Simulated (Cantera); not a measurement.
Input: 1 mol FeCl₃, 3.5 mol H₂, 0.73 mol HCl, at 0.290 bar.

Equilibrium computed with Cantera from the NASA thermochemical tables; the gas is ideal and each condensed phase is pure. Candidate condensed phases: Fe, FeCl₂, FeCl₃; 11 gas species. The numbers say what is thermodynamically allowed, not how fast it happens.

Which condensed phases are stable at each of these points (T (°C)): 800, 900, 1000, 1100, 1200, 1300, 1400, 1500, 1600, 1700, 1800, 1900?


```tsv
T (°C)	condensed phases	Fe condensed (%)
800	Fe(α)	35.2
900	Fe(α)	28.5
1000	Fe(γ)	21.4
1100	Fe(γ)	14.9
1200	Fe(γ)	9.3
1300	Fe(γ)	4.5
1400	Fe(δ)	0.5
1500	gas only	0.0
1600	gas only	0.0
1700	gas only	0.0
1800	gas only	0.0
1900	gas only	0.0
```

From 800 °C to 900 °C the condensed part is Fe(α). From 1000 °C to 1300 °C the condensed part is Fe(γ). At 1400 °C the condensed part is Fe(δ). From 1500 °C to 1900 °C nothing is condensed.
